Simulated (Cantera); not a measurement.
Input: 1 mol BN, 19 mol O2, 20 mol N2, equilibrated at 1773.15 K and 0.133 bar.

Cantera equilibrium calculation (NASA polynomials, part measured and part estimated; ideal gas, pure solids and liquids). Candidate condensed phases: B, BN, B2O3; 17 gas species. Equilibrium is a limit: real reactors are often held back by kinetics, nucleation or transport.

Base state: N2 0.520, O2 0.462, B2O3 0.0118, NO 0.00456, BO2 0.00186, O 0.000175 (mole fractions); condensed: gas only.

### Question
What changes in the equilibrium state with this change: 0.39 mol H2 added?

### Answer
| species | before | after |
|---|---|---|
| N2 | 0.520 | 0.517 |
| O2 | 0.462 | 0.455 |
| HBO2 | 0 | 0.0141 |
| B2O3 | 0.0118 | 0.00503 |
| H2O | 0 | 0.00275 |
| OH | 0 | 0.000195 |
| BO2 | 0.00186 | 0.00121 |
Further candidate phases: B3O3H3, H2O.

### Question
What changes in the equilibrium state with this change: BN replaced by Si3N4?

### Answer
```tsv
species	before	after
N2	0.520	0.577
O2	0.462	0.419
NO	0.00456	0.00458
B2O3	0.0118	0
BO2	0.00186	0
O	0.000175	0.000167
SiO2(condensed), mol	0	3.00
```
The tables hold silica as quartz up to 1696 K and as liquid above; real silica turns to tridymite and cristobalite and melts near 1996 K. Further candidate phases: Si, SiO2, Si2N2O, Si3N4.
